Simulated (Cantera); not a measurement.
A closed system holds: 1 mol CF4, 0.018 mol F2, 8.5 mol H2, held at 2800 Pa.

Cantera equilibrium calculation (NASA polynomials, part measured and part estimated; ideal gas, pure solids and liquids). Candidate condensed phases: C, C6H6, C7H8, C8H18; 95 gas species. The numbers say what is thermodynamically allowed, not how fast it happens.

Task: At 1625 K, list the 5 most abundant gas species with their mole fractions, and the condensed phases.

Result: H2 0.616, HF 0.384, H 0.000331, C2H2 (acetylene) 2.19e-5, CH4 1.56e-5. Condensed: C(graphite).
